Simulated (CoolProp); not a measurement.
Model: reference Helmholtz-energy equation of state, Lemmon 2013, in CoolProp.

Problem. Give the vapour pressure (kPa), enthalpy of vaporisation (kJ/kg), vapour Z, liquid conductivity (mW/(m K)) of saturated propylene at 279.8, 285.5, 291.2 K.

Solution. 
```json
[
 {"T (K)": "279.8", "p (kPa)": "709", "enthalpy of vaporisation (kJ/kg)": "367", "vapour Z": "0.860", "liquid conductivity (mW/(m K))": "120"},
 {"T (K)": "285.5", "p (kPa)": "830", "enthalpy of vaporisation (kJ/kg)": "358", "vapour Z": "0.844", "liquid conductivity (mW/(m K))": "118"},
 {"T (K)": "291.2", "p (kPa)": "967", "enthalpy of vaporisation (kJ/kg)": "348", "vapour Z": "0.827", "liquid conductivity (mW/(m K))": "115"}
]
```

Thermal conductivity comes from a separate model (Huber 2003), an estimate that may be off by 10 % or more.
